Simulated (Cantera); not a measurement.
An isothermal, constant-pressure homogeneous reactor starts with N₂O : H₂O = 1 : 0.012 (molar parts), at 1050 K and 1.20 bar.

Model: GRI-Mech 3.0 (53 species, 325 reactions), integrated in Cantera. GRI-Mech 3.0 was tuned for natural gas; its chemistry of N2O as a main component is partial and can be far from experiment. The mechanism lacks the step 2 NO + O2 → 2 NO2, which can matter for NO2 below about 1400 K. The temperature is held fixed by assumption; the heat of reaction is taken as removed at once.

x: mole fraction; the columns are a selection and need not sum to one.

| t (s) | x N₂O | x H₂O | x NO | x H | x H₂O₂ | x O |
|---|---|---|---|---|---|---|
| 8.00e-6 | 0.988 | 0.0119 | 3.96e-9 | <1e-12 | <1e-12 | 7.20e-8 |
| 1.94e-5 | 0.988 | 0.0119 | 1.67e-8 | <1e-12 | <1e-12 | 1.07e-7 |
| 4.72e-5 | 0.988 | 0.0119 | ? | <1e-12 | <1e-12 | 1.20e-7 |
| 0.000115 | 0.988 | 0.0119 | 1.53e-7 | <1e-12 | <1e-12 | 1.21e-7 |
| 0.000279 | 0.988 | 0.0119 | 3.89e-7 | 1.51e-12 | <1e-12 | 1.21e-7 |
| 0.000678 | 0.988 | 0.0119 | 9.64e-7 | 3.40e-12 | 8.30e-12 | 1.21e-7 |
| 0.00165 | 0.988 | 0.0119 | 2.35e-6 | 6.99e-12 | 2.28e-10 | 1.20e-7 |
| 0.00400 | 0.988 | 0.0119 | 5.63e-6 | 1.36e-11 | 4.22e-9 | 1.20e-7 |
| 0.00972 | 0.988 | 0.0119 | 1.27e-5 | 2.28e-11 | 2.18e-8 | 1.20e-7 |
| 0.0236 | 0.987 | 0.0119 | 2.68e-5 | 2.63e-11 | 1.95e-8 | 1.20e-7 |
| 0.0574 | 0.986 | 0.0118 | ? | 2.76e-11 | ? | 1.19e-7 |
| 0.139 | 0.982 | 0.0118 | 0.000129 | 2.79e-11 | 6.83e-9 | 1.16e-7 |
| 0.339 | 0.974 | 0.0118 | 0.000324 | 2.69e-11 | 5.58e-9 | 1.12e-7 |
| 0.823 | 0.955 | 0.0117 | 0.000855 | 2.58e-11 | 5.91e-9 | 1.07e-7 |
| 2.00 | 0.911 | 0.0116 | 0.00214 | 2.42e-11 | 6.75e-9 | 1.02e-7 |

Task: Complete the blanks.

Result: 
- 4.72e-5, x NO: 5.55e-8
- 0.0574, x NO: 5.71e-5
- 0.0574, x H₂O₂: 1.05e-8
